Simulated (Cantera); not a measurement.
Standard-state values (1 bar) from the NASA 1993 polynomials, evaluated with Cantera. Values are per mole of reaction as written; species without (g) are pure solids or liquids, kept so even where they would boil at 1 bar.

**Question.** Between 373 and 1723 K, where is each reaction favourable under standard conditions?
- 2 C + Si(g) → SiC2(g)

**Answer.** 
- 2 C + Si(g) → SiC2(g): ΔG° is 144 kJ at 373 K and 67 kJ at 1723 K; it stays positive (K < 1). ΔH° is 158 kJ and ΔS° 53 J/K at 1723 K.
